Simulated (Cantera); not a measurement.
An isothermal, constant-pressure homogeneous reactor starts with C2H6 : N2 = 1 : 25 (molar parts), at 1475 K and 0.000553 atm. Integrator tolerance rtol = 1e-08.

Model: GRI-Mech 3.0 (53 species, 325 reactions), integrated in Cantera. GRI-Mech 3.0 stops at C3 and has no aromatics, soot or wall deposition, so with more carbon than oxygen in the feed, carbon stays in small species such as C2H2 where larger ones or solid carbon would form. Radical loss at walls, strong at low pressure, is not modelled.

### Question
What does this change do: temperature 1475 to 1900 K?

### Answer
| quantity | before | after |
|---|---|---|
| x(C2H6) at 40.0 s | 2.18e-7 (gas-phase equilibrium <1e-12) | <1e-12 (gas-phase equilibrium <1e-12) |
| x(CH4) at 40.0 s | 0.00748 (gas-phase equilibrium 1.28e-6) | 3.61e-6 (gas-phase equilibrium 2.50e-8) |
| x(C2H) at 40.0 s | 3.34e-8 (gas-phase equilibrium 3.83e-8) | 1.38e-5 (gas-phase equilibrium 1.39e-5) |
| x(HCN) at 40.0 s | 3.19e-6 (gas-phase equilibrium 0.0484) | 0.000214 (gas-phase equilibrium 0.0547) |
| x(C2H4) at 40.0 s | 4.70e-5 (gas-phase equilibrium 1.67e-7) | 4.59e-8 (gas-phase equilibrium 3.68e-9) |

### Question
What does this change do: pressure from 0.000553 atm to 0.405 atm?

### Answer
```
quantity                                            before                                      after
-----------------  ---------------------------------------  -----------------------------------------
x(C2H6) at 40.0 s   2.18e-7 (gas-phase equilibrium <1e-12)    1.51e-7 (gas-phase equilibrium 3.53e-8)
x(CH4) at 40.0 s   0.00748 (gas-phase equilibrium 1.28e-6)   0.00202 (gas-phase equilibrium 0.000898)
x(C2H) at 40.0 s   3.34e-8 (gas-phase equilibrium 3.83e-8)    4.25e-9 (gas-phase equilibrium 1.39e-9)
x(HCN) at 40.0 s    3.19e-6 (gas-phase equilibrium 0.0484)     2.15e-7 (gas-phase equilibrium 0.0479)
x(C2H4) at 40.0 s  4.70e-5 (gas-phase equilibrium 1.67e-7)  0.000350 (gas-phase equilibrium 0.000117)
```

### Question
What does this change do: C2H6 1 to 5.5 parts?

### Answer
```
quantity                                            before                                     after
-----------------  ---------------------------------------  ----------------------------------------
x(C2H6) at 40.0 s   2.18e-7 (gas-phase equilibrium <1e-12)  2.97e-6 (gas-phase equilibrium 6.81e-12)
x(CH4) at 40.0 s   0.00748 (gas-phase equilibrium 1.28e-6)    0.0463 (gas-phase equilibrium 2.42e-5)
x(C2H) at 40.0 s   3.34e-8 (gas-phase equilibrium 3.83e-8)   6.52e-8 (gas-phase equilibrium 1.40e-7)
x(HCN) at 40.0 s    3.19e-6 (gas-phase equilibrium 0.0484)     6.18e-7 (gas-phase equilibrium 0.102)
x(C2H4) at 40.0 s  4.70e-5 (gas-phase equilibrium 1.67e-7)  0.000363 (gas-phase equilibrium 4.38e-6)
```
